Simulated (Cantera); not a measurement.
A perfectly stirred reactor is fed with CH₄ : O₂ : N₂ = 0.0091 : 0.0037 : 1 (molar parts), equivalence ratio 4.9, at 1.97 atm; it is held at 1475 K, and followed from long to short residence time.

Model: GRI-Mech 3.0 (53 species, 325 reactions), integrated in Cantera.

One state of this run: x CH₄ = 0.00494; x O₂ = 0.00103; x CH₂CO = 8.87e-6; x CH₃ = 2.55e-5; x NO = 4.34e-9. x: mole fraction; the columns are a selection and need not sum to one.

Question: Which value of τ (s) does it belong to?
A) 0.15
B) 0.00092
C) 25
D) 0.82

Answer: A, 0.15
